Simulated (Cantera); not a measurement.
Input (Python, Cantera):

```python
import numpy as np
import cantera as ct

gas = ct.Solution("gri30.yaml")
gas.TPX = 650, 15000, {'CH4': 1, 'O2': 1.54, 'N2': 5.78, 'H2O': 0.49}
flame = ct.FreeFlame(gas, width=0.15)
flame.set_refine_criteria(ratio=3, slope=0.08, curve=0.16)
flame.transport_model = "mixture-averaged"
flame.solve(loglevel=0, auto=True)
z, T = flame.grid, flame.T
thick = (T[-1] - T[0]) / np.gradient(T, z).max()
show = ['CH4', 'O2', 'H2O', 'HCO', 'OH', 'CO']
print(f"laminar burning velocity  {flame.velocity[0] * 100:.3f} cm/s")
print(f"burnt temperature         {T[-1]:.1f} K")
print(f"thermal thickness         {thick * 1e3:.4f} mm")
print(f"grid points               {len(z)}")
z0 = z[flame.heat_release_rate.argmax()]
print(f"{'z/mm':>9s}{'T/K':>9s}{'u/(m/s)':>9s}" + "".join(f"{s:>11s}" for s in show))
rows = []
for k in (-3, -2, -1.5, -1, -0.5, -0.25, 0, 0.25, 0.5, 1, 2, 4, 8):
    zz = z0 + k * thick
    rows.append([k * thick, np.interp(zz, z, T), np.interp(zz, z, flame.velocity),
                 *(np.interp(zz, z, flame.X[gas.species_index(s)]) for s in show)])
    print(f"{rows[-1][0] * 1e3:9.3f}{rows[-1][1]:9.1f}{rows[-1][2]:9.3f}" + "".join(f"{x:11.3e}" for x in rows[-1][3:]))
```

Result:

```
laminar burning velocity  154.802 cm/s
burnt temperature         2182.4 K
thermal thickness         2.0418 mm
grid points               156
     z/mm      T/K  u/(m/s)        CH4         O2        H2O        HCO         OH         CO
   -6.125    650.2    1.552  1.132e-01  1.744e-01  5.552e-02  1.155e-15  1.524e-10  3.223e-06
   -4.084    652.3    1.563  1.125e-01  1.736e-01  5.560e-02  1.284e-12  1.922e-08  4.709e-05
   -3.063    660.8    1.591  1.112e-01  1.722e-01  5.645e-02  7.539e-11  2.860e-07  2.427e-04
   -2.042    729.0    1.776  1.049e-01  1.663e-01  6.373e-02  9.577e-09  3.962e-06  2.276e-03
   -1.021   1108.9    2.765  7.298e-02  1.331e-01  1.032e-01  2.692e-06  6.576e-05  1.907e-02
   -0.510   1475.3    3.738  3.925e-02  9.215e-02  1.432e-01  3.195e-05  4.605e-04  4.185e-02
    0.000   1802.2    4.622  1.079e-02  4.742e-02  1.817e-01  7.535e-05  2.028e-03  6.534e-02
    0.510   1958.3    5.038  1.372e-03  2.016e-02  2.025e-01  3.721e-05  4.678e-03  7.240e-02
    1.021   1999.6    5.136  1.065e-04  9.193e-03  2.092e-01  5.697e-06  6.454e-03  6.818e-02
    2.042   2016.2    5.159  6.013e-07  4.156e-03  2.092e-01  8.231e-08  7.202e-03  6.000e-02
    4.084   2027.4    5.173  9.484e-11  3.214e-03  2.075e-01  2.947e-08  7.102e-03  5.552e-02
    8.167   2041.2    5.202  9.456e-15  2.886e-03  2.081e-01  2.725e-08  6.864e-03  5.483e-02
   16.334   2062.5    5.247  9.140e-16  2.458e-03  2.099e-01  2.424e-08  6.455e-03  5.488e-02
```

Cantera simulation using GRI-Mech 3.0 (53 species, 325 reactions); the numbers are that mechanism's predictions, not measurements. Burning velocities carry a grid error of a few per cent, more on coarse grids.
